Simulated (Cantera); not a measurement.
Charge: 1 mol BF3, 0.18 mol O2, 120 mol N2, equilibrated at 2300 K and 13300 Pa.

These are equilibrium values from Cantera (NASA tables, ideal gas, pure condensed phases), not measurements of a reactor. Candidate condensed phases: B, BN, B2O3; 31 gas species. The tables' values for BF2 are old estimates; treat these amounts as uncertain. The numbers say what is thermodynamically allowed, not how fast it happens.

Base state: N2 0.988, BF3 0.00680, F 0.00284, BOF 0.00141, NO 0.000681, O2 0.000315, O 0.000242, BF2 1.80e-5 (mole fractions); condensed: gas only.

**Question.** What changes in the equilibrium state with this change: temperature from 2300 K to 1150 K?

**Answer.** 
| species | before | after |
|---|---|---|
| N2 | 0.988 | 0.990 |
| BF3 | 0.00680 | 0.00825 |
| O2 | 0.000315 | 0.00148 |
| F | 0.00284 | 1.94e-8 |
| O | 0.000242 | <1e-9 |
| BOF | 0.00141 | 8.60e-9 |
| BF2 | 1.80e-5 | <1e-9 |
